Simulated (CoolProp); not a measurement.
The fluid at 488.32 K and 0.102 MPa is throttled through a valve to 0.037 MPa with no heat exchange. The same conditions are run with several fluids, on thermodynamics alone (safety and materials aside).

Computed with CoolProp (reference Helmholtz-energy equation of state of each fluid (R123: Younglove 1994; oxygen: Schmidt 1985; n-hexane: Thol 2019; chloromethane (R40): Thol 2014; n-decane: Lemmon 2006)).

```json
[
 {"fluid": "R123", "temperature change (K)": "-0.5", "final density (kg/m³)": "?"},
 {"fluid": "oxygen", "temperature change (K)": "?", "final density (kg/m³)": "?"},
 {"fluid": "n-hexane", "temperature change (K)": "?", "final density (kg/m³)": "0.790"},
 {"fluid": "chloromethane (R40)", "temperature change (K)": "-0.5", "final density (kg/m³)": "0.461"},
 {"fluid": "n-decane", "temperature change (K)": "?", "final density (kg/m³)": "?"}
]
```

Task: Fill in the missing entries.

Result: 
- R123, final density (kg/m³): 1.40
- oxygen, temperature change (K): -0.1
- oxygen, final density (kg/m³): 0.292
- n-hexane, temperature change (K): -0.6
- n-decane, temperature change (K): -1.3
- n-decane, final density (kg/m³): 1.32

Above 300 K oxygen's equation is extrapolated.
